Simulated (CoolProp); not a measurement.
R124 at 298.15 K and 0.187 MPa is throttled through a valve to 0.13 MPa with no heat exchange. Each further row changes one setting.

Model: reference Helmholtz-energy equation of state, de Vries 1995, in CoolProp.

```tsv
case	temperature change (K)	final density (kg/m³)
as stated	-1.3	7.45
outlet pressure 0.039 MPa	-3.5	2.20
outlet pressure 0.169 MPa	-0.4	9.75
```
